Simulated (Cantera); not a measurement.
An isothermal, constant-pressure homogeneous reactor starts with CO : O2 : H2O : N2 = 0.0012 : 0.0034 : 0.00096 : 1 (molar parts), at 1250 K and 670000 Pa. Integrator tolerance rtol = 1e-08.

Detailed kinetics in Cantera: GRI-Mech 3.0 (53 species, 325 reactions).

### Question
What does this change do: temperature 1250 to 875 K?

### Answer
```
quantity                                             before                                      after
----------------  -----------------------------------------  -----------------------------------------
x(CO) at 20.0 s   4.75e-10 (gas-phase equilibrium 4.76e-10)     0.00118 (gas-phase equilibrium <1e-12)
x(O2) at 20.0 s     0.00279 (gas-phase equilibrium 0.00277)    0.00338 (gas-phase equilibrium 0.00279)
x(H2O) at 20.0 s  0.000955 (gas-phase equilibrium 0.000955)  0.000955 (gas-phase equilibrium 0.000955)
x(NO2) at 20.0 s   3.78e-10 (gas-phase equilibrium 1.45e-7)     <1e-12 (gas-phase equilibrium 3.67e-8)
x(CO2) at 20.0 s    0.00119 (gas-phase equilibrium 0.00119)    9.47e-6 (gas-phase equilibrium 0.00119)
x(NO) at 20.0 s     9.48e-8 (gas-phase equilibrium 3.66e-5)     <1e-12 (gas-phase equilibrium 8.47e-7)
```
